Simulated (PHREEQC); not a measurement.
Nickel, zinc or cadmium bath (model solution)

Solution (25 °C): 22 mmol/kgw ZnSO4, 0.053 mmol/kgw Na2SO4 and 7 mmol/kgw HCl. Closed to the air; pH follows from the charge balance.

Equilibrium calculation in PHREEQC: ion-association model, phreeqc.dat.

Precipitation was switched off in this run.

Task: Predict the pH, density, ionic strength.

Result: pH 2.40; density 1.001 g/cm³; ionic strength 0.0591 mol/kgw.

Task: In which forms is S present?

Result: SO4-2 51 %, ZnSO4 32 %, HSO4- 11 %, Zn(SO4)2-2 6.1 % of the S.
